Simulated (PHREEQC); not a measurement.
1 kg of water holding 0.3 mmol/kgw CaSO4, 6.5 mmol/kgw MgBr2, 14 mmol/kgw KCl and 6.6 mmol/kgw NaCl is evaporated at 15 °C; the solids stay in contact with the brine. No CO2 enters from the air. Solids allowed: Arcanite, Bischofite, Bloedite, Brucite, Carnallite, Epsomite, Glaserite, Glauberite, Gypsum, Anhydrite, Halite, Hexahydrite, Kainite, Kieserite, Leonite, Mirabilite, Misenite, Polyhalite, Portlandite, Schoenite, Sylvite, Syngenite, Thenardite, MgCl2_4H2O. Others were left out.

Computed with PHREEQC (Pitzer model, pitzer.dat).

| water left (kg) | ionic strength | water activity | Sylvite (mol) |
|---|---|---|---|
| 1 | 0.0413 | 0.999 | 0 |
| 0.5552 | 0.0744 | 0.998 | 0 |
| 0.3082 | 0.134 | 0.997 | 0 |
| 0.1711 | 0.241 | ? | 0 |
| 0.09502 | ? | 0.990 | 0 |
| 0.05275 | 0.783 | 0.981 | 0 |
| 0.0293 | ? | 0.965 | 0 |
| 0.01627 | ? | 0.934 | 0 |
| 0.00903 | 4.57 | 0.868 | 0 |
| 0.00501 | 8.01 | 0.733 | 0.000963 |

### Question
What belongs in the gaps?

### Answer

- 0.1711, water activity: 0.994
- 0.09502, ionic strength: 0.435
- 0.0293, ionic strength: 1.41
- 0.01627, ionic strength: 2.54
